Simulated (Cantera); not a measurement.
A perfectly stirred reactor is fed with CH4 : N2 = 1 : 23 (molar parts), at 0.00980 bar; it is held at 1548 K, and followed from long to short residence time.

Cantera simulation using GRI-Mech 3.0 (53 species, 325 reactions); the numbers are that mechanism's predictions, not measurements. GRI-Mech 3.0 stops at C3 and has no aromatics, soot or wall deposition, so with more carbon than oxygen in the feed, carbon stays in small species such as C2H2 where larger ones or solid carbon would form. Radical loss at walls, strong at low pressure, is not modelled.

Task: What does this change do: temperature 1548 to 1175 K?

Result: 
```
quantity                  before     after
----------------------  --------  --------
x(CH4) at τ = 5.50 s      0.0204    0.0417
x(C2H2) at τ = 5.50 s    0.00976  2.54e-11
x(H) at τ = 5.50 s       1.72e-5  1.14e-11
x(C2H) at τ = 5.50 s     1.40e-8    <1e-12
x(C2H6) at τ = 5.50 s    4.51e-6   1.76e-8
x(CH4) at τ = 0.200 s     0.0413    0.0417
x(C2H2) at τ = 0.200 s   3.25e-5    <1e-12
x(H) at τ = 0.200 s      2.38e-7  1.06e-11
x(C2H) at τ = 0.200 s   5.44e-11    <1e-12
x(C2H6) at τ = 0.200 s   1.72e-6  1.40e-12
```

Task: What does this change do: N2 23 to 33 parts?

Result: 
```
quantity                  before     after
----------------------  --------  --------
x(CH4) at τ = 5.50 s      0.0204    0.0148
x(C2H2) at τ = 5.50 s    0.00976   0.00674
x(H) at τ = 5.50 s       1.72e-5   1.38e-5
x(C2H) at τ = 5.50 s     1.40e-8   1.12e-8
x(C2H6) at τ = 5.50 s    4.51e-6   3.16e-6
x(CH4) at τ = 0.200 s     0.0413    0.0292
x(C2H2) at τ = 0.200 s   3.25e-5   1.53e-5
x(H) at τ = 0.200 s      2.38e-7   1.66e-7
x(C2H) at τ = 0.200 s   5.44e-11  3.35e-11
x(C2H6) at τ = 0.200 s   1.72e-6   8.46e-7
```
